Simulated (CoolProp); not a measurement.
c-C4F8 (RC318) along the isobar 2230 kPa: fugacity coefficient from the reference equation and from simpler models built on Tc = 115.2 °C, pc = 2778 kPa, ω = 0.355; each cubic takes its own stable root.

Computed with CoolProp (reference Helmholtz-energy equation of state, Platzer 1990). This equation is an older, rougher fit; its heat capacities, sound speeds and derivatives of the liquid may be far off and weren't checked against measurements.

```csv
T (°C),phase,reference,van der Waals,Redlich-Kwong,Peng-Robinson
100.65,liquid,0.6739,0.7352,0.7001,0.6547
113.25,gas,0.7329,0.7580,0.7308,0.7088
125.85,gas,0.7642,0.7777,0.7564,0.7400
138.45,gas,0.7902,0.7949,0.7785,0.7668
151.15,gas,0.8126,0.8105,0.7980,0.7904
163.75,gas,0.8320,0.8243,0.8151,0.8111
176.35,gas,0.8491,0.8368,0.8304,0.8295
188.95,gas,0.8642,0.8481,0.8442,0.8460
201.65,gas,0.8777,0.8585,0.8566,0.8609
214.25,gas,0.8898,0.8679,0.8678,0.8743
226.85,gas,0.9006,0.8765,0.8780,0.8863
```

At some of these states van der Waals, Redlich-Kwong gives the other phase, because its saturation line lies elsewhere.
